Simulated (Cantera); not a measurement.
Cantera run:

```python
import numpy as np
import cantera as ct

gas_names = """
    H HO2 H2 H2O H2O2 H2S H2SO4 O OH O2 O3 S SH SO SO2 SO3 S2 S2O S8
""".split()
cond_names = """
    H2O(s) H2O(L) H2SO4(L) S(cr1) S(cr2) S(L)
""".split()


# ... load() reads the species with a 1 bar reference pressure and builds the phases ...
atoms = {
    'H2S': {'H': 2, 'S': 1},
    'H2O': {'H': 2, 'O': 1},
    'H2': {'H': 2},
}
top_T = {}  # K; cautious upper limits of use, not melting points


# ... equilibrate(T, P, feed) seeds the gas with the atoms and calls Mixture.equilibrate('TP', solver="vcs", rtol=1e-11, max_steps=5000) ...
results = []
feed = {'H2S': 1, 'H2O': 2.3, 'H2': 1.2}  # mol
T = 2825  # K
P = 1000  # Pa
mix = equilibrate(T, P, feed)
results.append((T, P, feed, dict(zip(mix.species_names, mix.species_moles))))
print(gas.report(threshold=0.0001))
for i in range(1, mix.n_phases):
    print(f"{mix.phase(i).name:16s} {mix.phase_moles(i):12.5e} mol")
```

Result:

```
       temperature   2825 K
          pressure   1000 Pa
           density   0.00042313 kg/m^3
  mean mol. weight   9.9387 kg/kmol
   phase of matter   gas

                          1 kg             1 kmol
                     ---------------   ---------------
          enthalpy        1.7003e+07        1.6899e+08  J
   internal energy         1.464e+07         1.455e+08  J
           entropy             25776        2.5618e+05  J/K
    Gibbs function       -5.5813e+07       -5.5471e+08  J
 heat capacity c_p            3073.7             30549  J/K
 heat capacity c_v            2237.2             22235  J/K

                      mass frac. Y      mole frac. X     chem. pot. / RT
                     ---------------   ---------------   ---------------
                 H          0.044562           0.43937           -13.329
                H2          0.049132           0.24221           -26.659
               H2O           0.15809          0.087218           -46.436
                 O          0.083185          0.051675           -19.777
                OH          0.077821          0.045478           -33.106
                O2          0.023988         0.0074508           -39.554
                 S           0.14499          0.044948           -19.725
                SH          0.013007         0.0039093           -33.055
                SO           0.28698          0.059348           -39.502
               SO2           0.11181          0.017348            -59.28
                S2         0.0060402        0.00093624           -39.451
     [   +8 minor]        0.00038597        9.9737e-05

S(L)              0.00000e+00 mol
```

Cantera equilibrium calculation (NASA polynomials, part measured and part estimated; ideal gas, pure solids and liquids).
